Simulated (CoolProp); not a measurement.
Dimethyl carbonate along the isotherm 326.85 °C: fugacity coefficient from the reference equation and from simpler models built on Tc = 283.9 °C, pc = 49.09 bar, ω = 0.346; each cubic takes its own stable root.

The numbers come from the reference Helmholtz-energy equation of state, Zhou 2011 in CoolProp.

```json
[
 {"p (bar)": "54.5", "phase": "supercritical", "reference": "0.7178"},
 {"p (bar)": "109", "phase": "supercritical", "reference": "0.4927"},
 {"p (bar)": "164", "phase": "supercritical", "reference": "0.3908"},
 {"p (bar)": "218", "phase": "supercritical", "reference": "0.3430"},
 {"p (bar)": "273", "phase": "supercritical", "reference": "0.3173"},
 {"p (bar)": "327", "phase": "supercritical", "reference": "0.3042"},
 {"p (bar)": "382", "phase": "supercritical", "reference": "0.2985"},
 {"p (bar)": "436", "phase": "supercritical", "reference": "0.2979"},
 {"p (bar)": "491", "phase": "supercritical", "reference": "0.3012"}
]
```

Question: How far does each simpler model (van der Waals, Redlich-Kwong, Soave-Redlich-Kwong) lie from the reference over these 9 states: mean and median of the absolute difference, and the worst?

Answer: 
- van der Waals: mean 18.3 %, median 17.1 %, worst +41.5 % at 326.85 °C and 491 bar
- Redlich-Kwong: mean 3.1 %, median 2.8 %, worst +6.5 % at 326.85 °C and 491 bar
- Soave-Redlich-Kwong: mean 10.3 %, median 11.3 %, worst +16.3 % at 326.85 °C and 491 bar
